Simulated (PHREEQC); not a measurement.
A made-up water analysis in mmol/kgw, 25 °C, pH 7.51, pe 11.1:

| constituent | mmol/kgw |
|---|---|
| Na | 101 |
| K | 7.41 |
| Ca | 7.67 |
| Mg | 20 |
| Cl | 144 |
| S(6) | 2.72 |
| Alkalinity (meq/kgw) | 3.46 |
| Cu(2) | 1.11 |
| Cd | 0.117 |
| Li | 0.222 |
| O(0) (counted as O atoms) | 0.52 |

Valence states are taken as typed.

Model: ion-association model, wateq4f.dat, run in PHREEQC.

Precipitation was switched off in this run.

Question: Predict the charge-balance error.

Answer: charge-balance error 4.3 %.

Question: In which forms is Cu present?

Answer: Cu(OH)2 50 %, CuCO3 20 %, Cu2(OH)2+2 19 %, Cu+2 7.2 %, CuHCO3+ 1.7 %, CuOH+ 1.1 % of the Cu.

The solution is supersaturated, for example in Atacamite, Malachite, so a real one may precipitate; this is no full list. Complexes and solids missing from the database can't appear. The database's constant for dissolved Cu(OH)2 is higher than later reviews accept.
